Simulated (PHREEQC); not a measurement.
Make-up at 25 °C: 29 mmol/kgw KOH, 0.00079 mmol/kgw H4SiO4 and 10 mmol/kgw Na2CO3. Closed to the air; pH follows from the charge balance.

The numbers come from PHREEQC with the ion-association model, phreeqc.dat.

Precipitation was switched off in this run.

Predict the pH, ionic strength.

pH 12.36; ionic strength 0.0562 mol/kgw.

In which forms is Si present?

H3SiO4- 78 %, H2SiO4-2 22 % of the Si.
